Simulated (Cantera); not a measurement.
A freely propagating, adiabatic, planar premixed flame of H2 : O2 : N2 = 1 : 0.179 : 0.671 (molar parts), equivalence ratio 2.8, unburnt at 423 K and 1.01 bar; mixture-averaged transport, grid criteria slope 0.08 and curve 0.16, no radiation.

Computed with Cantera and the H2/O2 subset of GRI-Mech 3.0, which has no nitrogen chemistry. Burning velocities carry a grid error of a few per cent, more on coarse grids.

Q: Predict: laminar burning velocity; thermal thickness; peak x(OH); peak x(O); peak x(H2O2).

A: 
```json
{
 "laminar_burning_velocity": "432 cm/s",
 "thermal_thickness": "0.412 mm",
 "peak x(OH)": "0.00127",
 "peak x(O)": "0.00147",
 "peak x(H2O2)": "3.46e-5"
}
```
